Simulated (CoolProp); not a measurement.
The fluid at 328.1 K and 6.25 MPa (supercritical) is heated at constant pressure to 393.1 K. The same conditions are run with several fluids, on thermodynamics alone (safety and materials aside).

Computed with CoolProp (reference Helmholtz-energy equation of state of each fluid (CF4 (R14): Platzer 1990; ethylene: Smukala 2000; nitrogen: Span 2000; R13: Platzer 1990; CH3F (R41): Lemmon 2006)). The equations of Platzer and Polt are older, rougher fits.

```
fluid       heat (kJ/kg)  final density (kg/m³)
----------  ------------  ---------------------
CF4 (R14)     (withheld)                    178
ethylene             155                   62.5
nitrogen      (withheld)                   52.5
R13                 83.8                    257
CH3F (R41)           162             (withheld)
```

Q: Fill in the missing entries.

A: 
- CF4 (R14), heat (kJ/kg): 57.2
- nitrogen, heat (kJ/kg): 71.8
- CH3F (R41), final density (kg/m³): 82.1
